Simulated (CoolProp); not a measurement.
Computed with CoolProp (reference Helmholtz-energy equation of state, Thol 2014).

**Question.** Give the vapour pressure (MPa), enthalpy of vaporisation (kJ/kg), liquid cp (kJ/(kg K)) of saturated chloromethane (R40) at 40.05, 49.85, 53.05 °C.

**Answer.** 
```json
[
 {"T (°C)": "40.05", "p (MPa)": "0.874", "enthalpy of vaporisation (kJ/kg)": "355", "liquid cp (kJ/(kg K))": "1.67"},
 {"T (°C)": "49.85", "p (MPa)": "1.12", "enthalpy of vaporisation (kJ/kg)": "341", "liquid cp (kJ/(kg K))": "1.70"},
 {"T (°C)": "53.05", "p (MPa)": "1.21", "enthalpy of vaporisation (kJ/kg)": "336", "liquid cp (kJ/(kg K))": "1.72"}
]
```
